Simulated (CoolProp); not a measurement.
Values from CoolProp's reference Helmholtz-energy equation of state, Akasaka 2023.

**Question.** For R1336mzz(E), give the phase and the cp (kJ/(kg K)) at 381.8 K and 1.01 bar.

**Answer.** 
- 381.8 K and 1.01 bar: gas; cp 0.896
